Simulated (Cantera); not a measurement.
A perfectly stirred reactor is fed with CH4 : H2O : H2 = 1 : 4.1 : 1.4 (molar parts), at 2100000 Pa; it is held at 1975 K, and followed from long to short residence time.

Computed with Cantera and GRI-Mech 3.0 (53 species, 325 reactions). The pressure lies above the range GRI-Mech 3.0 was tuned for (to about 10 atm).

Problem. Predict: x(CH4) at τ = 5.20 s; x(H2O) at τ = 5.20 s; x(H2) at τ = 5.20 s; x(CO2) at τ = 5.20 s; x(HCO) at τ = 5.20 s; x(CH4) at τ = 53.0 ms; x(H2O) at τ = 53.0 ms; x(H2) at τ = 53.0 ms; x(CO2) at τ = 53.0 ms; x(HCO) at τ = 53.0 ms.

Solution. 
```json
{
  "x(CH4) at τ = 5.20 s": "0.000132",
  "x(H2O) at τ = 5.20 s": "0.350",
  "x(H2) at τ = 5.20 s": "0.532",
  "x(CO2) at τ = 5.20 s": "0.0150",
  "x(HCO) at τ = 5.20 s": "1.78e-7",
  "x(CH4) at τ = 53.0 ms": "0.00776",
  "x(H2O) at τ = 53.0 ms": "0.367",
  "x(H2) at τ = 53.0 ms": "0.515",
  "x(CO2) at τ = 53.0 ms": "0.0149",
  "x(HCO) at τ = 53.0 ms": "1.62e-7"
}
```
